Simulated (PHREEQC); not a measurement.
## Copper plating or etch bath: speciation

A solution holds 0.22 mol/kgw Cu(NO3)2, 0.003 mol/kgw H2SO4 and 0.00016 mol/kgw FeCl3, at 25 °C. Closed to the air; pH follows from the charge balance.

Equilibrium calculation in PHREEQC: ion-association model, phreeqc.dat.

Each row changes one thing in this solution. Precipitation was switched off in this run.

| case | pH | CuSO4 (mol/kgw) | SO4-2 (mol/kgw) | Cl- (mol/kgw) | HSO4- (mol/kgw) | Fe+3 (mol/kgw) | SI of Goethite (FeOOH) | SI of Hematite (Fe2O3) |
|---|---|---|---|---|---|---|---|---|
| as made | 2.35 | 0.00177 | 0.00109 | 0.000422 | 0.000117 | 8.51e-5 | +2.87 | +7.75 |
| H2SO4 from 0.003 to 0.0027 mol/kgw | 2.39 | 0.00160 | ? | 0.000422 | 9.56e-5 | 8.34e-5 | +2.99 | +8.00 |
| H2SO4 from 0.003 to 0.015 mol/kgw | 1.68 | 0.00760 | ? | 0.000424 | 0.00242 | 6.49e-5 | +0.75 | +3.51 |
| temperature from 25 to 35 °C | 2.35 | 0.00177 | 0.00107 | ? | 0.000141 | ? | +3.10 | ? |
| temperature from 25 to 85 °C | 2.38 | 0.00160 | 0.000990 | 0.000206 | 0.000409 | 1.17e-5 | +3.74 | +9.73 |

Q: Complete the blanks.

A: 
- H2SO4 from 0.003 to 0.0027 mol/kgw, SO4-2 (mol/kgw): 0.000988
- H2SO4 from 0.003 to 0.015 mol/kgw, SO4-2 (mol/kgw): 0.00489
- temperature from 25 to 35 °C, Cl- (mol/kgw): 0.000396
- temperature from 25 to 35 °C, Fe+3 (mol/kgw): 6.71e-5
- temperature from 25 to 35 °C, SI of Hematite (Fe2O3): +8.26

Some of these states are supersaturated (in Hematite (slow to form), Goethite (slow to form), for instance). At this temperature some constants are extrapolated from 25 °C, and those without enthalpy data are left unchanged.
